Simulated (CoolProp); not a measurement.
Vapour-liquid equilibrium of R143a (1) + R1234yf (2) at 0.0103 MPa; x and y are mole fractions of (1).

Model: multi-fluid Helmholtz-energy mixture model, Lemmon and Jacobsen 2000 and Lemmon 2022; pair parameters Bell 2016, in CoolProp.

```csv
x,bubble temperature (K),y at the bubble point,dew temperature at overall composition x (K),liquid density (mol/L)
0.05,200.5,0.141,201.5,12.19
0.15,198.1,0.352,200.4,12.47
0.25,196.0,0.502,199.3,12.74
0.35,194.3,0.614,198.1,13.03
0.45,192.9,0.703,196.8,13.32
0.55,191.6,0.776,195.3,13.61
0.65,190.5,0.837,193.8,13.92
0.75,189.5,0.891,192.1,14.24
0.85,188.5,0.938,190.2,14.56
0.95,187.6,0.980,188.2,14.90
```

No azeotrope shows between x = 0.05 and 0.95.

Pair parameters are fitted to limited data, so mixtures are less certain than the pure fluids.
